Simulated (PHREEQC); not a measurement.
**Acid mine or pickling water**

Model water analysis in mg/L, 42 °C, pH 3.25, pe 12.7: Na 103; K 66.4; Ca 154; Mg 63.1; Cl 43.4; S(6) as SO4 912; Mn(2) 0.191; Fe(3) 0.395; Cu(2) 10.

Valence states are taken as typed.

Model: ion-association model, phreeqc.dat, run in PHREEQC.

Precipitation was switched off in this run.

Task: Estimate the ionic strength, specific conductance, charge-balance error.

Result: ionic strength 0.0266 mol/kgw; specific conductance 2670 µS/cm; charge-balance error 0.6 %.

Task: In which forms is K present?

Result: K+ 97 %, KSO4- 3.2 % of the K.

Saturation is exceeded, for instance for Jarosite-K, Hematite (slow to form); the values hold only as long as no solid forms. At this temperature some constants are extrapolated from 25 °C, and those without enthalpy data are left unchanged.
